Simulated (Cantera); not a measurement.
# MgSO4 + H2O + CO2 (calcination and drying)

Charge: 1 mol MgSO4, 2.8 mol H2O, 0.55 mol CO2, at 10000 Pa.

These are equilibrium values from Cantera (NASA tables, ideal gas, pure condensed phases), not measurements of a reactor. Candidate condensed phases: C, C6H6, C7H8, C8H18, H2O, H2SO4, Mg, MgCO3, MgO, Mg(OH)2, MgS, MgSO4, S; 130 gas species. The numbers say what is thermodynamically allowed, not how fast it happens.

```json
[
 {"T (K)": "1873", "x H2O": "0.574", "x SO2": "0.206", "x CO2": "0.113", "x O2": "0.102", "x OH": "0.00375", "n MgO(s)": "1.000"},
 {"T (K)": "1898", "x H2O": "0.573", "x SO2": "0.206", "x CO2": "0.113", "x O2": "0.102", "x OH": "0.00430", "n MgO(s)": "1.000"},
 {"T (K)": "1923", "x H2O": "0.573", "x SO2": "0.205", "x CO2": "0.112", "x O2": "0.102", "x OH": "0.00492", "n MgO(s)": "1.000"},
 {"T (K)": "1948", "x H2O": "0.572", "x SO2": "0.205", "x CO2": "0.112", "x O2": "0.102", "x OH": "0.00560", "n MgO(s)": "1.000"},
 {"T (K)": "1973", "x H2O": "0.571", "x SO2": "0.205", "x CO2": "0.112", "x O2": "0.102", "x OH": "0.00635", "n MgO(s)": "1.000"},
 {"T (K)": "1998", "x H2O": "0.570", "x SO2": "0.205", "x CO2": "0.112", "x O2": "0.102", "x OH": "0.00719", "n MgO(s)": "1.000"},
 {"T (K)": "2023", "x H2O": "0.569", "x SO2": "0.205", "x CO2": "0.111", "x O2": "0.102", "x OH": "0.00810", "n MgO(s)": "1.000"},
 {"T (K)": "2048", "x H2O": "0.567", "x SO2": "0.205", "x CO2": "0.111", "x O2": "0.102", "x OH": "0.00911", "n MgO(s)": "1.000"},
 {"T (K)": "2073", "x H2O": "0.566", "x SO2": "0.204", "x CO2": "0.110", "x O2": "0.102", "x OH": "0.0102", "n MgO(s)": "1.000"},
 {"T (K)": "2098", "x H2O": "0.564", "x SO2": "0.204", "x CO2": "0.109", "x O2": "0.102", "x OH": "0.0114", "n MgO(s)": "1.000"},
 {"T (K)": "2123", "x H2O": "0.562", "x SO2": "0.203", "x CO2": "0.109", "x O2": "0.103", "x OH": "0.0127", "n MgO(s)": "1.000"},
 {"T (K)": "2148", "x H2O": "0.559", "x SO2": "0.203", "x CO2": "0.108", "x O2": "0.103", "x OH": "0.0141", "n MgO(s)": "1.000"},
 {"T (K)": "2173", "x H2O": "0.557", "x SO2": "0.202", "x CO2": "0.107", "x O2": "0.103", "x OH": "0.0157", "n MgO(s)": "0.999"},
 {"T (K)": "2198", "x H2O": "0.554", "x SO2": "0.202", "x CO2": "0.106", "x O2": "0.103", "x OH": "0.0173", "n MgO(s)": "0.999"}
]
```
x: gas mole fraction; n: condensed amount in mol.

From 1873 K to 2198 K the condensed part is MgO(s). The main Mg-bearing gas is Mg(OH)2 throughout.
